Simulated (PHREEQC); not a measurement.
**Leach liquor: speciation**

Solution (20 °C): 0.0017 mol/kgw H2SO4, 0.012 mol/kgw FeSO4 and 0.04 mol/kgw MgSO4. Closed to the air; pH follows from the charge balance.

Equilibrium calculation in PHREEQC: ion-association model, wateq4f.dat.

```json
{
  "pH": "2.86",
  "ionic_strength": "0.119 mol/kgw",
  "total_alkalinity": "-3.40 meq/kg"
}
```

```tsv
species	molality	activity	log γ
SO4-2	0.0294	0.0104	-0.451
Mg+2	0.0220	0.00863	-0.407
MgSO4	0.0180	0.0185	0.012
Fe+2	0.00733	0.00281	-0.416
FeSO4	0.00462	0.00474	0.012
H+	0.00169	0.00139	-0.087
HSO4-	0.00165	0.00126	-0.116
FeHSO4+	5.53e-5	4.27e-5	-0.112
```

Precipitation was switched off in this run. Complexes and solids missing from the database can't appear.
